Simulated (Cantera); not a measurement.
Feed: 1 mol V₂O₃, 260 mol H₂, 5.9 mol N₂, at 0.100 bar.

Equilibrium computed with Cantera from the NASA thermochemical tables; the gas is ideal and each condensed phase is pure. Candidate condensed phases: H₂O, V, VN, VO, V₂O₃, V₂O₄, V₂O₅; 28 gas species. Mutual solubility and eutectic melting of coexisting phases are not modelled. VN, VO: taken at fixed stoichiometry. Condensed phases not in the tables: the oxides between V₂O₃ and V₂O₅ other than VO₂, solid solutions among these carbides, nitrides and lower oxides, V₂N. Equilibrium is a limit: real reactors are often held back by kinetics, nucleation or transport.

x: gas mole fraction; n: condensed amount in mol.

| T (K) | x H₂ | x N₂ | x H | x H₂O | x VO | n VN(s) | n V₂O₃(s) | n VO(s) |
|---|---|---|---|---|---|---|---|---|
| 1298 | 0.977 | 0.0218 | [?] | 0.00127 | <1e-12 | 0.224 | 0.888 | 0 |
| 1373 | 0.976 | 0.0222 | [?] | 0.00165 | 1.02e-11 | 0 | 0.562 | 0.875 |
| 1448 | 0.975 | 0.0222 | [?] | 0.00264 | 1.15e-10 | 0 | 0.299 | 1.40 |
| 1523 | 0.974 | 0.0222 | [?] | 0.00376 | 1.01e-9 | 0 | 0 | 2.00 |
| 1598 | 0.974 | 0.0222 | [?] | 0.00376 | 7.21e-9 | 0 | 0 | 2.00 |
| 1673 | 0.974 | 0.0222 | [?] | 0.00376 | 4.27e-8 | 0 | 0 | 2.00 |
| 1748 | 0.973 | 0.0222 | [?] | 0.00376 | 2.16e-7 | 0 | 0 | 2.00 |
| 1823 | 0.973 | 0.0222 | [?] | 0.00376 | 9.45e-7 | 0 | 0 | 2.00 |
| 1898 | 0.972 | 0.0222 | [?] | 0.00375 | 3.66e-6 | 0 | 0 | 2.00 |
| 1973 | 0.970 | 0.0221 | [?] | 0.00374 | 1.27e-5 | 0 | 0 | 1.99 |
| 2048 | 0.967 | 0.0221 | [?] | 0.00372 | 4.00e-5 | 0 | 0 | 1.98 |

Question: Complete the blanks.

Answer: 
- 1298, x H: 3.35e-6
- 1373, x H: 1.04e-5
- 1448, x H: 2.88e-5
- 1523, x H: 7.21e-5
- 1598, x H: 0.000166
- 1673, x H: 0.000355
- 1748, x H: 0.000713
- 1823, x H: 0.00135
- 1898, x H: 0.00244
- 1973, x H: 0.00420
- 2048, x H: 0.00696
